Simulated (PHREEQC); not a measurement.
PHREEQC input (ion-association model, wateq4f.dat):

```
SOLUTION 1
  temp 20
  units mol/kgw
  pH 7 charge
END
SELECTED_OUTPUT 1
  -reset false
  -pH true
  -pe true
  -ionic_strength true
  -water true
  -totals Ag Br C C(-4) C(4)
  -molalities H+ Ag+ Br- CO3-2 CO2 HCO3- O2 OH- AgBr AgBr2-
    AgOH Ag(OH)2- AgBr3-2
  -equilibrium_phases Bromyrite Ag2O Ag2CO3
PRINT
  -reset false
USE solution 1
EQUILIBRIUM_PHASES 1
  Bromyrite 0 0.5
  Ag2O 0 0
  Ag2CO3 0 0
  O2(g) -0.68 10
  CO2(g) -5 10
END
# ... the last block is repeated for the other 10 points of log pCO2 (atm)
```

Selected output (columns that matter, 11 of 11 rows; log pCO2 (atm) added in front):

```
log pCO2 (atm)	pH	mu	Ag	Br	C	m_H+	m_Ag+	m_Br-	m_CO2	m_OH-
-5	6.3854	9.6098e-07	5.5403e-07	5.5403e-07	7.8745e-07	4.1214e-07	5.488e-07	5.488e-07	3.9186e-07	1.651e-08
-4.5	6.1415	1.2718e-06	5.5412e-07	5.5412e-07	1.9526e-06	7.2289e-07	5.4889e-07	5.4889e-07	1.2392e-06	9.4163e-09
-4	5.8934	1.8291e-06	5.5426e-07	5.5426e-07	5.1933e-06	1.2801e-06	5.4904e-07	5.4904e-07	3.9186e-06	5.3205e-09
-3.5	5.6441	2.8232e-06	5.5447e-07	5.5447e-07	1.4663e-05	2.2739e-06	5.4925e-07	5.4924e-07	1.2392e-05	2.9974e-09
-3	5.3943	4.5935e-06	5.5477e-07	5.5477e-07	4.3228e-05	4.0439e-06	5.4954e-07	5.4954e-07	3.9186e-05	1.6872e-09
-2.5	5.1443	7.7455e-06	5.5517e-07	5.5517e-07	0.00013111	7.1955e-06	5.4995e-07	5.4995e-07	0.00012392	9.4963e-10
-2	4.8944	1.3358e-05	5.5573e-07	5.5573e-07	0.00040467	1.2808e-05	5.505e-07	5.505e-07	0.00039186	5.3458e-10
-1.5	4.6444	2.3357e-05	5.5648e-07	5.5648e-07	0.001262	2.2806e-05	5.5125e-07	5.5125e-07	0.0012392	3.0102e-10
-1	4.3944	4.1179e-05	5.5748e-07	5.5748e-07	0.0039592	4.0627e-05	5.5225e-07	5.5225e-07	0.0039186	1.6958e-10
-0.5	4.1444	7.2967e-05	5.5882e-07	5.5882e-07	0.012464	7.2413e-05	5.536e-07	5.5359e-07	0.012392	9.5586e-11
0	3.8945	0.00012971	5.6061e-07	5.6061e-07	0.039314	0.00012915	5.5539e-07	5.5538e-07	0.039185	5.3912e-11
```
